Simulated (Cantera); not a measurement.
A freely propagating, adiabatic, planar premixed flame of CH₄ : CO : O₂ : N₂ = 1 : 0.11 : 2.39 : 8.98 (molar parts), unburnt at 473 K and 760 Torr; unity-Lewis-number transport, grid criteria slope 0.08 and curve 0.16, no radiation.

Cantera simulation using GRI-Mech 3.0 (53 species, 325 reactions); the numbers are that mechanism's predictions, not measurements. Unity Lewis numbers drop preferential diffusion, which matters most where H2 and H carry the flame. Burning velocities carry a grid error of a few per cent, more on coarse grids.

### Question
Predict: laminar burning velocity; thermal thickness; peak x(CH₂CO); peak x(H).

### Answer
```
Quantity                      Value
------------------------  ---------
laminar burning velocity  60.0 cm/s
thermal thickness          0.413 mm
peak x(CH₂CO)               5.06e-5
peak x(H)                   0.00676
```
